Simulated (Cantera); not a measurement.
An adiabatic, constant-pressure homogeneous reactor starts with CH4 : O2 : N2 : H2O = 1 : 2.3 : 8.64 : 0.83 (molar parts), equivalence ratio 0.87, at 1050 K and 420000 Pa. Integrator tolerance rtol = 1e-08.

Cantera simulation using GRI-Mech 3.0 (53 species, 325 reactions); the numbers are that mechanism's predictions, not measurements.

**Question.** What does this change do: constant volume in place of constant pressure?

**Answer.** 
| quantity | before | after |
|---|---|---|
| time of steepest temperature rise | 92.8 ms | 90.3 ms |
| temperature at 2.00 s | 2475 K | 2716 K |
| equilibrium temperature | 2475 K | 2716 K |
| x(CH4) at 2.00 s | <1e-12 (gas-phase equilibrium <1e-12) | <1e-12 (gas-phase equilibrium <1e-12) |
| x(O2) at 2.00 s | 0.0231 (gas-phase equilibrium 0.0231) | 0.0241 (gas-phase equilibrium 0.0241) |
| x(H2O) at 2.00 s | 0.212 (gas-phase equilibrium 0.212) | 0.205 (gas-phase equilibrium 0.205) |
| x(O) at 2.00 s | 0.000955 (gas-phase equilibrium 0.000955) | 0.00181 (gas-phase equilibrium 0.00181) |
| x(CO2) at 2.00 s | 0.0703 (gas-phase equilibrium 0.0703) | 0.0640 (gas-phase equilibrium 0.0640) |
| x(HO2) at 2.00 s | 5.33e-6 (gas-phase equilibrium 5.33e-6) | 1.23e-5 (gas-phase equilibrium 1.23e-5) |
| x(C2H) at 2.00 s | <1e-12 (gas-phase equilibrium <1e-12) | <1e-12 (gas-phase equilibrium <1e-12) |

**Question.** What does this change do: initial temperature 1050 to 1100 K?

**Answer.** 
| quantity | before | after |
|---|---|---|
| time of steepest temperature rise | 92.8 ms | 44.7 ms |
| temperature at 2.00 s | 2475 K | 2504 K |
| equilibrium temperature | 2475 K | 2504 K |
| x(CH4) at 2.00 s | <1e-12 (gas-phase equilibrium <1e-12) | <1e-12 (gas-phase equilibrium <1e-12) |
| x(O2) at 2.00 s | 0.0231 (gas-phase equilibrium 0.0231) | 0.0234 (gas-phase equilibrium 0.0234) |
| x(H2O) at 2.00 s | 0.212 (gas-phase equilibrium 0.212) | 0.211 (gas-phase equilibrium 0.211) |
| x(O) at 2.00 s | 0.000955 (gas-phase equilibrium 0.000955) | 0.00111 (gas-phase equilibrium 0.00111) |
| x(CO2) at 2.00 s | 0.0703 (gas-phase equilibrium 0.0703) | 0.0692 (gas-phase equilibrium 0.0692) |
| x(HO2) at 2.00 s | 5.33e-6 (gas-phase equilibrium 5.33e-6) | 5.78e-6 (gas-phase equilibrium 5.78e-6) |
| x(C2H) at 2.00 s | <1e-12 (gas-phase equilibrium <1e-12) | <1e-12 (gas-phase equilibrium <1e-12) |

**Question.** What does this change do: CH4 1 to 0.59 parts?

**Answer.** 
```tsv
quantity	before	after
time of steepest temperature rise	92.8 ms	75.6 ms
temperature at 2.00 s	2475 K	2032 K
equilibrium temperature	2475 K	2031 K
x(CH4) at 2.00 s	<1e-12 (gas-phase equilibrium <1e-12)	<1e-12 (gas-phase equilibrium <1e-12)
x(O2) at 2.00 s	0.0231 (gas-phase equilibrium 0.0231)	0.0879 (gas-phase equilibrium 0.0876)
x(H2O) at 2.00 s	0.212 (gas-phase equilibrium 0.212)	0.162 (gas-phase equilibrium 0.162)
x(O) at 2.00 s	0.000955 (gas-phase equilibrium 0.000955)	0.000124 (gas-phase equilibrium 0.000123)
x(CO2) at 2.00 s	0.0703 (gas-phase equilibrium 0.0703)	0.0476 (gas-phase equilibrium 0.0476)
x(HO2) at 2.00 s	5.33e-6 (gas-phase equilibrium 5.33e-6)	3.05e-6 (gas-phase equilibrium 3.03e-6)
x(C2H) at 2.00 s	<1e-12 (gas-phase equilibrium <1e-12)	<1e-12 (gas-phase equilibrium <1e-12)
```
